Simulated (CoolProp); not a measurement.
Vapour-liquid equilibrium of CHF3 (R23) (1) + R125 (2) at 234.9 K; x and y are mole fractions of (1).

Computed with CoolProp (multi-fluid Helmholtz-energy mixture model, Penoncello 2003 and Lemmon 2005; pair parameters Bell 2016).

```csv
x,bubble pressure (bar),y at the bubble point,dew pressure at overall composition x (bar),liquid density (mol/L)
0.05,1.868,0.176,1.671,12.52
0.15,2.418,0.418,1.824,12.97
0.25,2.990,0.577,2.008,13.43
0.35,3.575,0.687,2.233,13.93
0.45,4.167,0.767,2.514,14.45
0.55,4.763,0.829,2.876,15.00
0.65,5.362,0.878,3.357,15.59
0.75,5.967,0.919,4.025,16.23
0.85,6.581,0.954,5.003,16.90
0.95,7.212,0.985,6.502,17.63
```

No azeotrope shows between x = 0.05 and 0.95.

Pair parameters are fitted to limited data, so mixtures are less certain than the pure fluids.
